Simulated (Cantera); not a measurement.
# Stirred combustor or abatement burner

A perfectly stirred reactor is fed with 14.7 % CO, 0.898 % H2, 4.27 % CH4, 16.8 % O2, 63.3 % N2, equivalence ratio 0.97, at 500000 Pa; it is adiabatic with a 423 K inlet, and is followed from long to short residence time, starting on the burning branch (τ in s: 0.023, 0.0086, 0.0033, 0.0012, 0.00047, 0.00018, 6.7e-05, 2.6e-05, 9.7e-06).

Cantera simulation using GRI-Mech 3.0 (53 species, 325 reactions); the numbers are that mechanism's predictions, not measurements.

| τ (s) | T (K) | x CO | x H2 | x CH4 | x HO2 | x C2H |
|---|---|---|---|---|---|---|
| 0.023 | 2395 | 0.0183 | 0.00162 | 1.40e-6 | 2.01e-6 | <1e-12 |
| 0.0086 | 2383 | 0.0200 | 0.00178 | 3.38e-6 | 2.30e-6 | 3.51e-12 |
| 0.0033 | 2356 | 0.0233 | 0.00210 | 7.49e-6 | 2.90e-6 | 1.31e-11 |
| 0.0012 | 2306 | 0.0293 | 0.00270 | 1.62e-5 | 4.32e-6 | 3.82e-11 |
| 0.00047 | 2236 | 0.0370 | 0.00352 | 3.23e-5 | 7.20e-6 | 8.10e-11 |
| 0.00018 | 2143 | 0.0467 | 0.00458 | 6.74e-5 | 1.32e-5 | 1.55e-10 |
| 6.7e-5 | 2020 | 0.0592 | 0.00575 | 0.000159 | 2.53e-5 | 2.92e-10 |
| 2.6e-5 | 1856 | 0.0781 | 0.00663 | 0.000470 | 5.14e-5 | 5.56e-10 |
| 9.7e-6 | 423 | 0.147 | 0.00898 | 0.0427 | <1e-12 | <1e-12 |
x: mole fraction; the columns are a selection and need not sum to one.
